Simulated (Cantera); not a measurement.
Feed: 1 mol SiC, 0.89 mol O2, 160 mol H2, equilibrated at 0.00975 Torr.

Equilibrium computed with Cantera from the NASA thermochemical tables; the gas is ideal and each condensed phase is pure. Candidate condensed phases: C, C6H6, C7H8, C8H18, H2O, Si, SiC, SiO2; 123 gas species. Kinetics and transport are ignored.

Q: Which condensed phases are stable at each of these points (T (K)): 1298, 1373, 1448, 1523, 1598, 1673, 1748, 1823?

A: 
```csv
T (K),condensed phases,Si condensed (%)
1298,SiC(s),11.0
1373,SiC(s),11.0
1448,SiC(s),10.7
1523,SiC(s),9.1
1598,SiC(s),0.6
1673,gas only,0.0
1748,gas only,0.0
1823,gas only,0.0
```

From 1298 K to 1598 K the condensed part is SiC(s). From 1673 K to 1823 K nothing is condensed.
